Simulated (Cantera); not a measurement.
Gas mixture: O₂ : CO₂ = 0.97 : 0.39 (molar parts), at 10.0 bar, frozen composition.

Cantera's kinetic-theory transport with the Lennard-Jones parameters of GRI-Mech 3.0, ideal gas; thermal conductivity in the mixture-averaged form.

One state of this run: ρ (kg/m³) = 8.53; cp (J/kg/K) = 986.5; μ (µPa s) = 27.9; λ (mW/m/K) = 38.7; Pr = 0.712; D (cm²/s) H₂ = 0.184; D (cm²/s) H₂O = 0.0558; D (cm²/s) NH₃ = 0.0538. D: mixture-averaged diffusion coefficient of that species in the mixture.

**Question.** Which value of T (K) does it belong to?
A) 500
B) 800
C) 700
D) 600

**Answer.** A, 500
